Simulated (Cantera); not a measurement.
A Cantera script and its output.

```python
import numpy as np
import cantera as ct

gas = ct.Solution("gri30.yaml")
gas.TPX = 775, 500000, {'CH4': 1, 'O2': 4.26, 'N2': 16}
inlet = ct.Reservoir(gas, clone=True)
gas.equilibrate("HP")  # start burning
reactor = ct.IdealGasConstPressureReactor(gas, energy="on", clone=False)
exhaust = ct.Reservoir(gas, clone=True)
tau = [0.2, 0.089, 0.039, 0.017, 0.0074, 0.0032, 0.0014, 0.00061, 0.00026, 0.00012, 5e-05, 2.2e-05, 9.5e-06][0]
for a, b in ((inlet, reactor), (reactor, exhaust)):
    ct.MassFlowController(a, b, mdot=lambda t: reactor.mass / tau)
net = ct.ReactorNet([reactor])
show = ['CH4', 'O2', 'CH2CO', 'H2O', 'C2H', 'C2H6', 'HCO']

rows = []
print(f"{'tau/s':>10s}{'T/K':>9s}" + "".join(f"{s:>11s}" for s in show))
for tau in [0.2, 0.089, 0.039, 0.017, 0.0074, 0.0032, 0.0014, 0.00061, 0.00026, 0.00012, 5e-05, 2.2e-05, 9.5e-06]:
    net.initial_time = 0.0
    net.advance(30 * tau)
    before = gas.X
    net.advance(40 * tau)
    drift = np.max(np.abs(gas.X - before) / (gas.X + 1e-9))
    rows.append([gas.T, *gas[show].X, drift])
    print(f"{tau:10.3e}{gas.T:9.1f}" + "".join(f"{x:11.3e}" for x in gas[show].X))
```

It prints:

```
     tau/s      T/K        CH4         O2      CH2CO        H2O        C2H       C2H6        HCO
 2.000e-01   1812.6  2.506e-06  1.062e-01  1.248e-10  9.381e-02  5.962e-14  4.162e-11  1.155e-09
 8.900e-02   1812.1  5.030e-06  1.062e-01  4.837e-10  9.378e-02  2.300e-13  1.589e-10  2.579e-09
 3.900e-02   1811.0  9.657e-06  1.062e-01  1.665e-09  9.372e-02  7.758e-13  5.302e-10  5.848e-09
 1.700e-02   1809.1  1.771e-05  1.063e-01  4.985e-09  9.361e-02  2.235e-12  1.523e-09  1.339e-08
 7.400e-03   1805.9  3.153e-05  1.063e-01  1.326e-08  9.345e-02  5.593e-12  3.876e-09  3.096e-08
 3.200e-03   1800.6  5.569e-05  1.065e-01  3.262e-08  9.321e-02  1.253e-11  9.166e-09  7.273e-08
 1.400e-03   1791.6  9.790e-05  1.069e-01  7.526e-08  9.285e-02  2.527e-11  2.066e-08  1.700e-07
 6.100e-04   1776.2  1.765e-04  1.076e-01  1.730e-07  9.230e-02  4.765e-11  4.801e-08  4.008e-07
 2.600e-04   1747.7  3.457e-04  1.091e-01  4.440e-07  9.137e-02  8.938e-11  1.342e-07  9.670e-07
 1.200e-04   1694.6  7.808e-04  1.125e-01  1.544e-06  8.967e-02  1.825e-10  6.004e-07  2.147e-06
 5.000e-05    775.0  4.704e-02  2.004e-01 -1.814e-18 -2.368e-15 -1.955e-39 -2.164e-17  6.090e-26
 2.200e-05    775.0  4.704e-02  2.004e-01 -4.188e-21  2.540e-16 -3.182e-40 -4.892e-20  1.354e-26
 9.500e-06    775.0  4.704e-02  2.004e-01  1.501e-26  4.360e-17  2.292e-45  5.764e-23  2.322e-27
```

Model: GRI-Mech 3.0 (53 species, 325 reactions), integrated in Cantera.
